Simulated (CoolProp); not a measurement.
A single-stage vapour-compression cycle with hydrogen chloride: evaporating at 213.15 K (dew point), condensing at 271.15 K (bubble point), superheat 0 K, subcooling 2 K, compressor efficiency 0.65, no pressure losses. Each further row changes one setting.

Model: reference Helmholtz-energy equation of state, Thol 2018, in CoolProp.

| case | cooling COP | pressure ratio | discharge temperature (K) | refrigerating effect (kJ/kg) | volumetric capacity (kJ/m³) |
|---|---|---|---|---|---|
| as stated | 1.74 | 7.04 | 442.2 | 314 | 2420 |
| evaporating temperature 218.15 K | 2.00 | (withheld) | 418.1 | 316 | (withheld) |
| condensing temperature 266.15 K | 1.96 | (withheld) | (withheld) | 324 | 2490 |
| subcooling 7 K | (withheld) | 7.04 | 442.2 | 324 | 2490 |
| superheat 10 K | (withheld) | 7.04 | (withheld) | 323 | 2350 |
| compressor efficiency 0.55 | (withheld) | 7.04 | 480.7 | 314 | 2420 |

What belongs in the gaps?


- evaporating temperature 218.15 K, pressure ratio: 5.70
- evaporating temperature 218.15 K, volumetric capacity (kJ/m³): 2970
- condensing temperature 266.15 K, pressure ratio: 6.15
- condensing temperature 266.15 K, discharge temperature (K): 421.5
- subcooling 7 K, cooling COP: 1.79
- superheat 10 K, cooling COP: 1.69
- superheat 10 K, discharge temperature (K): 466.0
- compressor efficiency 0.55, cooling COP: 1.47
